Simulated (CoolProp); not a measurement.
Model: reference Helmholtz-energy equation of state, Zhou 2016, in CoolProp.

**Question.** For R245ca, give the phase and the speed of sound (m/s), Joule-Thomson coefficient (K/MPa), isothermal compressibility (1/MPa), expansivity (1/kK) at 381.9 K and 0.99 MPa.

**Answer.** 
- 381.9 K and 0.99 MPa: gas; speed of sound 133, Joule-Thomson coefficient 16.5, isothermal compressibility 1.29, expansivity 5.28
